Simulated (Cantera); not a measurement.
A freely propagating, adiabatic, planar premixed flame of CH4 : O2 : N2 : H2O = 1 : 1.82 : 6.84 : 1.7 (molar parts), equivalence ratio 1.1, unburnt at 350 K and 1.70 bar; multicomponent transport, grid criteria slope 0.08 and curve 0.16, no radiation.

Detailed kinetics in Cantera: GRI-Mech 3.0 (53 species, 325 reactions). Burning velocities carry a grid error of a few per cent, more on coarse grids.

x: mole fraction of selected species; z is measured from the peak of heat release.

| z (mm) | T (K) | u (m/s) | x CH4 | x O2 | x H2O | x HCO | x C2H2 | x C2H |
|---|---|---|---|---|---|---|---|---|
| -1.74 | 350 | 0.178 | 0.0879 | 0.160 | 0.150 | <1e-8 | (withheld) | <1e-8 |
| -1.16 | 356 | 0.181 | 0.0875 | 0.159 | 0.150 | <1e-8 | (withheld) | <1e-8 |
| -0.870 | 377 | 0.192 | 0.0863 | 0.158 | 0.152 | <1e-8 | (withheld) | <1e-8 |
| -0.580 | 500 | 0.256 | 0.0798 | 0.149 | 0.163 | <1e-8 | (withheld) | <1e-8 |
| -0.290 | 979 | 0.508 | 0.0520 | 0.109 | 0.210 | 4.43e-8 | (withheld) | <1e-8 |
| -0.145 | 1363 | 0.710 | 0.0266 | 0.0689 | 0.249 | 1.59e-6 | (withheld) | <1e-8 |
| 0 | 1714 | 0.894 | 0.00430 | 0.0261 | 0.284 | 7.43e-6 | (withheld) | 1.17e-7 |
| 0.145 | 1839 | 0.955 | 0.000105 | 0.00765 | 0.296 | 1.11e-6 | (withheld) | 4.33e-8 |
| 0.290 | 1879 | 0.972 | 1.60e-6 | 0.00373 | 0.298 | 5.59e-8 | (withheld) | <1e-8 |
| 0.580 | 1917 | 0.989 | <1e-8 | 0.00187 | 0.300 | 2.11e-8 | <1e-8 | <1e-8 |
| 1.16 | 1948 | 1.00 | <1e-8 | 0.000805 | 0.303 | 1.16e-8 | <1e-8 | <1e-8 |
| 2.32 | 1965 | 1.01 | <1e-8 | 0.000268 | 0.305 | <1e-8 | <1e-8 | <1e-8 |
| 4.64 | 1974 | 1.02 | <1e-8 | 7.49e-5 | 0.305 | <1e-8 | <1e-8 | <1e-8 |

Task: Fill in the missing entries.

Result: 
- -1.74, x C2H2: 1.06e-8
- -1.16, x C2H2: 1.98e-7
- -0.870, x C2H2: 1.27e-6
- -0.580, x C2H2: 1.21e-5
- -0.290, x C2H2: 9.55e-5
- -0.145, x C2H2: 0.000212
- 0, x C2H2: 0.000327
- 0.145, x C2H2: 2.95e-5
- 0.290, x C2H2: 7.73e-7
